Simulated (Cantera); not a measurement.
A closed system holds: 1 mol CuO, 420 mol H₂, 1.4 mol H₂O, held at 4.10 bar.

Method: chemical equilibrium by Gibbs-energy minimisation in Cantera with the NASA 1993 tables (ideal gas, pure condensed phases). Candidate condensed phases: Cu, CuO, Cu(OH)₂, Cu₂O, H₂O; 12 gas species. Kinetics and transport are ignored.

x: gas mole fraction; n: condensed amount in mol.

```
T (°C)   x H₂    x H₂O         x H      x Cu  n Cu(s)  n Cu(l)
------  -----  -------  ----------  --------  -------  -------
350     0.994  0.00570      <1e-12    <1e-12     1.00        0
550     0.994  0.00570  (withheld)    <1e-12     1.00        0
750     0.994  0.00570  (withheld)  9.37e-12     1.00        0
950     0.994  0.00570  (withheld)   5.59e-9    1.000        0
1150    0.994  0.00570  (withheld)   5.10e-7        0    1.000
1350    0.994  0.00570  (withheld)   1.35e-5        0    0.994
1550    0.994  0.00569  (withheld)  0.000172        0    0.927
1750    0.992  0.00568  (withheld)   0.00130        0    0.447
1950    0.989  0.00567  (withheld)   0.00235        0        0
```

### Question
Fill in the missing entries.

### Answer

- 550, x H: 3.61e-12
- 750, x H: 2.04e-9
- 950, x H: 1.48e-7
- 1150, x H: 3.27e-6
- 1350, x H: 3.40e-5
- 1550, x H: 0.000213
- 1750, x H: 0.000934
- 1950, x H: 0.00315
